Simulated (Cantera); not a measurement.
Dilute partial oxidation

An isothermal, constant-pressure homogeneous reactor starts with CH4 : O2 : N2 = 0.026 : 0.0097 : 1 (molar parts), at 1275 K and 8.98 atm.

Detailed kinetics in Cantera: GRI-Mech 3.0 (53 species, 325 reactions). GRI-Mech 3.0 stops at C3 and has no aromatics, soot or wall deposition, so with more carbon than oxygen in the feed, carbon stays in small species such as C2H2 where larger ones or solid carbon would form.

| t (s) | x CH4 | x O2 | x NO | x C2H4 | x H2O2 | x CO2 | x O |
|---|---|---|---|---|---|---|---|
| 9.00e-5 | 0.0251 | 0.00937 | <1e-12 | 2.39e-12 | 8.99e-10 | <1e-12 | 8.44e-12 |
| 0.000303 | 0.0251 | 0.00937 | <1e-12 | 1.62e-10 | 2.10e-9 | 6.40e-12 | 2.49e-11 |
| 0.00102 | 0.0251 | 0.00936 | <1e-12 | 7.76e-9 | 2.07e-9 | 2.45e-10 | 6.70e-11 |
| 0.00343 | 0.0251 | 0.00936 | <1e-12 | 8.04e-8 | 2.19e-9 | 2.19e-9 | 8.33e-11 |
| 0.0116 | 0.0251 | 0.00935 | <1e-12 | 5.44e-7 | 3.16e-9 | 1.18e-8 | 1.06e-10 |
| 0.0389 | 0.0249 | 0.00927 | <1e-12 | 6.20e-6 | 6.51e-9 | 1.45e-7 | 1.95e-10 |
| 0.131 | 0.0238 | 0.00866 | 1.59e-12 | 0.000133 | 1.53e-8 | 8.42e-6 | 6.74e-10 |
| 0.441 | 0.0153 | 0.00123 | 2.75e-10 | 0.00101 | 6.22e-9 | 0.000672 | 1.21e-9 |
| 1.49 | 0.0143 | 2.86e-5 | 1.42e-10 | 0.000482 | 4.35e-11 | 0.000931 | 6.60e-12 |
| 5.00 | 0.0140 | 6.79e-8 | 3.43e-11 | 0.000452 | <1e-12 | 0.00103 | <1e-12 |
x: mole fraction; the columns are a selection and need not sum to one.

Equilibrium at this temperature and pressure: CH4 0.00446, O2 <1e-12, NO <1e-12, C2H4 2.64e-5, H2O2 <1e-12, CO2 5.89e-7, O <1e-12 (gas phase only).
